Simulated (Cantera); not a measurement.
A closed system holds: 1 mol Si2H6, 0.46 mol O3, held at 1077 °C.

Method: chemical equilibrium by Gibbs-energy minimisation in Cantera with the NASA 1993 tables (ideal gas, pure condensed phases). Candidate condensed phases: H2O, Si, SiO2; 18 gas species. The feed counts by its element totals alone. Mutual solubility and eutectic melting of coexisting phases are not modelled. The tables hold silica as quartz up to 1696 K and as liquid above; real silica turns to tridymite and cristobalite and melts near 1996 K. The numbers say what is thermodynamically allowed, not how fast it happens.

x: gas mole fraction; n: condensed amount in mol.

```csv
P (Pa),x H2,x SiO,x H,x Si,x SiH4,x H2O,x SiH2,n Si(s),n SiO2(β-quartz)
5,0.685,0.315,0.000279,3.99e-6,1.96e-11,2.41e-7,1.20e-7,0.620,0
36,0.931,?,?,?,?,5.14e-7,1.63e-7,?,?
260,0.990,?,?,?,?,5.47e-7,1.73e-7,1.30,0.676
1900,0.999,0.00130,1.73e-5,1.05e-8,1.59e-8,5.51e-7,1.75e-7,1.31,0.688
14000,1.000,0.000176,6.37e-6,1.42e-9,1.17e-7,5.52e-7,1.75e-7,1.31,0.690
100000,1.000,2.47e-5,2.38e-6,1.99e-10,8.37e-7,5.52e-7,1.75e-7,1.31,0.690
```

### Question
Complete the blanks.

### Answer

- 36, x SiO: 0.0685
- 36, x H: 0.000121
- 36, x Si: 5.54e-7
- 36, x SiH4: 2.61e-10
- 36, n Si(s): 1.20
- 36, n SiO2(β-quartz): 0.580
- 260, x SiO: 0.00949
- 260, x H: 4.65e-5
- 260, x Si: 7.67e-8
- 260, x SiH4: 2.13e-9
